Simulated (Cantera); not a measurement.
## Ammonia decomposition in nitride growth gas

An isothermal, constant-pressure homogeneous reactor starts with NH3 : N2 = 1 : 3.3 (molar parts), at 2148 K and 1.00 bar.

Model: the gas-phase N/H chemistry of the illustrative SiF4/NH3 mechanism in the Surface Chemkin manual (1991), integrated in Cantera. Walls and surfaces, which speed up NH3 decomposition in real reactors, are not modelled.

```
t (s)        x NH3   x N2       x H     x H2     x NH2    x N2H4      x N
--------  --------  -----  --------  -------  --------  --------  -------
0.000200     0.227  0.766   1.41e-5  0.00537   0.00133   2.70e-7  2.14e-7
0.000385     0.222  0.765   2.48e-5   0.0116   0.00124   2.34e-7  4.16e-7
0.000741     0.213  0.763   4.29e-5   0.0229   0.00112   1.89e-7  7.64e-7
0.00143      0.196  0.759   7.36e-5   0.0432  0.000977   1.45e-7  1.24e-6
0.00275      0.169  0.753  0.000126   0.0769  0.000824   1.03e-7  1.74e-6
0.00529      0.127  0.744  0.000215    0.127  0.000649   6.39e-8  2.13e-6
0.0102      0.0765  0.733  0.000363    0.189  0.000445   3.00e-8  2.37e-6
0.0196      0.0308  0.723  0.000613    0.245  0.000234   8.32e-9  2.41e-6
0.0378     0.00613  0.718   0.00111    0.275   7.54e-5  8.62e-10  2.18e-6
0.0728    0.000510  0.716   0.00203    0.281   1.12e-5  1.90e-11  1.06e-6
0.140      9.77e-5  0.716   0.00222    0.281   2.35e-6    <1e-12  2.66e-7
0.270      3.66e-5  0.716   0.00222    0.282   8.83e-7    <1e-12  1.01e-7
0.519      1.66e-5  0.716   0.00223    0.282   4.01e-7    <1e-12  4.58e-8
1.00       8.23e-6  0.716   0.00223    0.282   1.98e-7    <1e-12  2.26e-8
```
x: mole fraction; the columns are a selection and need not sum to one.

Equilibrium at this temperature and pressure: NH3 2.02e-6, N2 0.716, H 0.00223, H2 0.282, NH2 4.87e-8, N2H4 <1e-12, N 5.56e-9 (gas phase only).
